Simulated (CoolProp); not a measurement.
Vapour-liquid equilibrium of methanol (1) + m-xylene (2) at 406.5 K; x and y are mole fractions of (1).

Computed with CoolProp (multi-fluid Helmholtz-energy mixture model, de Reuck 1993 and Zhou 2012; pair parameters Bell 2016).

```
x      bubble pressure (bar)  y at the bubble point  dew pressure at overall composition x (bar)  liquid density (mol/L)
-----  ---------------------  ---------------------  -------------------------------------------  ----------------------
0.05                   2.478                  0.644                                       0.9152                   7.402
0.125                  4.135                  0.787                                       0.9980                   7.783
0.2                    5.183             (withheld)                                        1.094                   8.209
0.275                  5.857                  0.853                                        1.209                   8.687
0.35                   6.310                  0.865                                        1.350              (withheld)
0.425                  6.642                  0.875                                        1.528                   9.852
0.5                    6.920                  0.883                                        1.758                   10.57
0.575                  7.183                  0.891                                        2.071                   11.41
0.65                   7.458                  0.901                                        2.517                   12.41
0.725                  7.762                  0.913                                        3.207                   13.61
0.8                    8.104                  0.930                                   (withheld)                   15.06
0.875                  8.486                  0.951                                        6.653                   16.85
0.95                   8.903                  0.978                                        7.901                   19.09
```

What belongs in the gaps?


- 0.2, y at the bubble point: 0.831
- 0.35, liquid density (mol/L): 9.230
- 0.8, dew pressure at overall composition x (bar): 4.401

No azeotrope shows between x = 0.05 and 0.95.

The pair parameters rest on a limited set of measurements; away from them the model extrapolates. With so large a gap from Raoult's law the liquid may split in two, which this calculation doesn't test in full.
